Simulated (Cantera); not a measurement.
Cantera run, input and output.

```python
import numpy as np
import cantera as ct

gas = ct.Solution("gri30.yaml")
gas.TPX = 550, 101325, {'C3H8': 1, 'O2': 4.17, 'N2': 15.7}
flame = ct.FreeFlame(gas, width=0.04)
flame.set_refine_criteria(ratio=3, slope=0.08, curve=0.16)
flame.transport_model = "mixture-averaged"
flame.solve(loglevel=0, auto=True)
z, T = flame.grid, flame.T
thick = (T[-1] - T[0]) / np.gradient(T, z).max()
show = ['C3H8', 'O2', 'H', 'OH', 'NO', 'C2H4']
print(f"laminar burning velocity  {flame.velocity[0] * 100:.3f} cm/s")
print(f"burnt temperature         {T[-1]:.1f} K")
print(f"thermal thickness         {thick * 1e3:.4f} mm")
print(f"grid points               {len(z)}")
z0 = z[flame.heat_release_rate.argmax()]
print(f"{'z/mm':>9s}{'T/K':>9s}{'u/(m/s)':>9s}" + "".join(f"{s:>11s}" for s in show))
rows = []
for k in (-3, -2, -1.5, -1, -0.5, -0.25, 0, 0.25, 0.5, 1, 2, 4, 8):
    zz = z0 + k * thick
    rows.append([k * thick, np.interp(zz, z, T), np.interp(zz, z, flame.velocity),
                 *(np.interp(zz, z, flame.X[gas.species_index(s)]) for s in show)])
    print(f"{rows[-1][0] * 1e3:9.3f}{rows[-1][1]:9.1f}{rows[-1][2]:9.3f}" + "".join(f"{x:11.3e}" for x in rows[-1][3:]))
```

Result:

```
laminar burning velocity  132.432 cm/s
burnt temperature         2358.8 K
thermal thickness         0.2646 mm
grid points               148
     z/mm      T/K  u/(m/s)       C3H8         O2          H         OH         NO       C2H4
   -0.794    550.1    1.326  4.786e-02  1.995e-01  9.418e-14  8.722e-13  4.017e-10  4.153e-07
   -0.529    551.5    1.334  4.773e-02  1.988e-01  3.093e-11  2.762e-10  6.397e-09  9.031e-06
   -0.397    557.5    1.353  4.755e-02  1.975e-01  1.990e-09  8.887e-09  3.190e-08  5.487e-05
   -0.265    602.1    1.475  4.679e-02  1.921e-01  3.918e-07  5.755e-07  2.523e-07  5.468e-04
   -0.132    961.9    2.439  3.477e-02  1.553e-01  8.633e-05  2.950e-05  2.861e-06  7.042e-03
   -0.066   1377.7    3.627  1.233e-02  1.096e-01  9.105e-04  3.749e-04  7.146e-06  1.309e-02
    0.000   1774.9    4.797  4.562e-04  6.033e-02  4.582e-03  2.194e-03  1.534e-05  5.609e-03
    0.066   1971.9    5.355  8.051e-07  3.018e-02  9.256e-03  5.368e-03  2.793e-05  4.574e-04
    0.132   2031.4    5.504  1.865e-10  1.713e-02  1.222e-02  7.596e-03  3.913e-05  1.457e-05
    0.265   2069.5    5.575  4.060e-17  9.883e-03  1.386e-02  8.677e-03  4.970e-05  1.130e-08
    0.529   2111.4    5.659  1.117e-24  7.399e-03  1.299e-02  8.530e-03  5.696e-05  3.173e-13
    1.058   2164.0    5.779  4.528e-33  5.849e-03  1.059e-02  7.938e-03  6.597e-05  8.100e-19
    2.117   2224.9    5.917 -3.733e-39  4.164e-03  7.730e-03  6.901e-03  8.034e-05  5.088e-23
```

Computed with Cantera and GRI-Mech 3.0 (53 species, 325 reactions). GRI-Mech 3.0 was tuned for natural gas; its chemistry of propane as a main component is partial and can be far from experiment. Burning velocities carry a grid error of a few per cent, more on coarse grids.
